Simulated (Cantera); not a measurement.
A perfectly stirred reactor is fed with 16.0 % H2, 84.0 % O2, equivalence ratio 0.095, at 0.0132 atm; it is held at 1075 K, and followed from long to short residence time.

Cantera simulation using the H2/O2 subset of GRI-Mech 3.0, which has no nitrogen chemistry; the numbers are that mechanism's predictions, not measurements. Radical loss at walls, strong at low pressure, is not modelled. The temperature is held fixed by assumption; the heat of reaction is taken as removed at once.

Task: Predict: x(H2) at τ = 2.30 s; x(O2) at τ = 2.30 s; x(OH) at τ = 2.30 s; x(H2O) at τ = 2.30 s; x(O) at τ = 2.30 s; x(H2) at τ = 17.0 ms; x(O2) at τ = 17.0 ms; x(OH) at τ = 17.0 ms; x(H2O) at τ = 17.0 ms; x(O) at τ = 17.0 ms.

Result: 
```
Property                  Value
---------------------  --------
x(H2) at τ = 2.30 s    0.000439
x(O2) at τ = 2.30 s       0.825
x(OH) at τ = 2.30 s    0.000811
x(H2O) at τ = 2.30 s      0.172
x(O) at τ = 2.30 s      0.00112
x(H2) at τ = 17.0 ms    0.00797
x(O2) at τ = 17.0 ms      0.801
x(OH) at τ = 17.0 ms    0.00435
x(H2O) at τ = 17.0 ms     0.151
x(O) at τ = 17.0 ms      0.0203
```
